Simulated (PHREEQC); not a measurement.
A made-up water analysis in mg/L, 21 °C, pH 8.12, pe 8.2:

```tsv
constituent	mg/L
Na	26.7
K	0.487
Ca	8.57
Mg	3.97
Cl	6.72
S(6) as SO4	75.2
Alkalinity as HCO3	11.8
O(0) (dissolved oxygen)	0.251
Si as SiO2	1.99
Sr	0.145
Br	4.31
Pb	1.72
```

Valence states are taken as typed.

Computed with PHREEQC (ion-association model, phreeqc.dat).

Each row changes one thing in this solution. Precipitation was switched off in this run.

```
case                                               ionic strength (mol/kgw)  CaSO4 (mol/kgw)  MgSO4 (mol/kgw)  NaSO4- (mol/kgw)  CO2 (mol/kgw)  CO3-2 (mol/kgw)  SI of Quartz (SiO2)  SI of Cerussite (PbCO3)
-------------------------------------------------  ------------------------  ---------------  ---------------  ----------------  -------------  ---------------  -------------------  -----------------------
as made                                                             0.00299          1.60e-5          1.47e-5           3.35e-6        2.95e-6          1.17e-6                -0.45                    +0.75
temperature from 21 to 60 °C at the same typed pH                   0.00291          1.93e-5                ?           4.01e-6        2.16e-6          1.77e-6                -0.98                    +0.36
Na from 26.7 to 53.4 mg/L                                           0.00357                ?                ?           6.55e-6        2.93e-6                ?                -0.45                    +0.75
pH from 8.12 to 8.62 at the same alkalinity                         0.00299                ?          1.47e-5           3.35e-6        8.78e-7          3.50e-6                -0.46                    +0.76
```

Task: Fill in the missing entries.

Result: 
- temperature from 21 to 60 °C at the same typed pH, MgSO4 (mol/kgw): 3.06e-5
- Na from 26.7 to 53.4 mg/L, CaSO4 (mol/kgw): 1.54e-5
- Na from 26.7 to 53.4 mg/L, MgSO4 (mol/kgw): 1.42e-5
- Na from 26.7 to 53.4 mg/L, CO3-2 (mol/kgw): 1.19e-6
- pH from 8.12 to 8.62 at the same alkalinity, CaSO4 (mol/kgw): 1.59e-5

Some of these states are supersaturated (in Pb(OH)2, Cerussite, for instance). Away from 25 °C the constants follow the database's enthalpies or fits; those with neither stay at their 25 °C values.
